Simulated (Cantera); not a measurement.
Input: 1 mol Si3N4, a varied amount of H2O, 17 mol H2, 0.26 mol N2O, equilibrated at 1902 °C and 0.0540 bar.

Equilibrium computed with Cantera from the NASA thermochemical tables; the gas is ideal and each condensed phase is pure. Candidate condensed phases: H2O, Si, SiO2, Si2N2O, Si3N4; 35 gas species. Gases not in the tables: Si2H6 and higher silanes. Kinetics and transport are ignored.

### Question
Which condensed phases are stable at each of these points (n(H2O) (mol)): 0.22, 0.59, 0.95, 1.3, 1.7, 2.1, 2.4, 2.8, 3.2, 3.5, 3.9?

### Answer
```csv
n(H2O) (mol),condensed phases,Si condensed (%)
0.22,Si(l),79.6
0.59,Si(l),67.1
0.95,Si(l),54.9
1.3,Si(l),43.1
1.7,Si(l),29.6
2.1,Si(l),16.1
2.4,Si(l),6.0
2.8,gas only,0.0
3.2,gas only,0.0
3.5,gas only,0.0
3.9,gas only,0.0
```

From 0.22 mol H2O to 2.4 mol H2O the condensed part is Si(l). From 2.8 mol H2O to 3.9 mol H2O nothing is condensed.
